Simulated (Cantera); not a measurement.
Mixture: 2.22 % C3H8, 20.6 % O2, 77.2 % N2, equivalence ratio 0.54, at 110000 Pa, adiabatic and at constant volume. Ignition delay is the time to a rise of 400 K.

Model: GRI-Mech 3.0 (53 species, 325 reactions), integrated in Cantera. GRI-Mech 3.0 was tuned for natural gas; its chemistry of propane as a main component is partial and can be far from experiment.

Q: Predict: delay at 1298 K; delay at 1373 K; delay at 1448 K; delay at 1523 K; delay at 1598 K; apparent activation energy between 1448 and 1598 K.

A: 
```
Property                                                 Value
--------------------------------------------------  ----------
delay at 1298 K                                       0.843 ms
delay at 1373 K                                       0.270 ms
delay at 1448 K                                       0.107 ms
delay at 1523 K                                        51.6 µs
delay at 1598 K                                        29.0 µs
apparent activation energy between 1448 and 1598 K  170 kJ/mol
```
